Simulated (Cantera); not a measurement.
Input: 1 mol SiH2Cl2, 0.24 mol HCl, a varied amount of N2, held at 1175 °C and 26000 Pa.

These are equilibrium values from Cantera (NASA tables, ideal gas, pure condensed phases), not measurements of a reactor. Candidate condensed phases: NH4Cl, Si, Si3N4; 28 gas species. N2 is the only nitrogen source here; it is nearly inert below about 1500 K, so the nitride shown seldom forms there in practice. Rates play no part.

**Question.** What share of the Si ends up in condensed phases as a function of n(N2) (mol), at 9.4, 13, 18, 25, 34, 48, 66, 91, 130, 170?

**Answer.** 
```tsv
n(N2) (mol)	Si condensed (%)	as
9.4	77.4	Si3N4(s)
13	78.4	Si3N4(s)
18	79.4	Si3N4(s)
25	80.3	Si3N4(s)
34	81.1	Si3N4(s)
48	81.9	Si3N4(s)
66	82.6	Si3N4(s)
91	83.2	Si3N4(s)
130	83.7	Si3N4(s)
170	84.1	Si3N4(s)
```
